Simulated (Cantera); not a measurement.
Input: 1 mol BCl3, 170 mol H2, 2.4 mol N2, equilibrated at 1327 °C and 293 Torr.

Cantera equilibrium calculation (NASA polynomials, part measured and part estimated; ideal gas, pure solids and liquids). Candidate condensed phases: B, BN, NH4Cl; 21 gas species. Kinetics and transport are ignored.

Base state: H2 0.972, HCl 0.0173, N2 0.0110, H 8.58e-5 (mole fractions); condensed: BN(s).

Q: What changes in the equilibrium state with this change: BCl3 replaced by B2O3?

A: 
```csv
species,before,after
H2,0.972,0.979
N2,0.0110,0.0134
HBO2,0,0.00316
HCl,0.0173,0
HBO,0,0.00238
H2O,0,0.00127
B2O3,0,0.000376
B2O2,0,3.36e-5
B3O3H3,0,1.46e-5
"BN(s), mol",1.000,0.184
"B2O3(l), mol",0,0.354
```
Mutual solubility and eutectic melting of coexisting phases are not modelled. Gases not in the tables: H3BO3. Further candidate phases: B2O3, B3O3H3, H2O.
